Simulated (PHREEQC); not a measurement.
Solution (20 °C): 0.12 mol/kgw HCl and 0.075 mol/kgw LiCl. Closed to the air; pH follows from the charge balance.

All values are PHREEQC results (ion-association model, phreeqc.dat), not measurements.

No solid was allowed to form.

### Question
Estimate the pH, activity of water, specific conductance.

### Answer
pH 1.02; activity of water 0.993; specific conductance 42000 µS/cm.

Complexes and solids missing from the database can't appear.
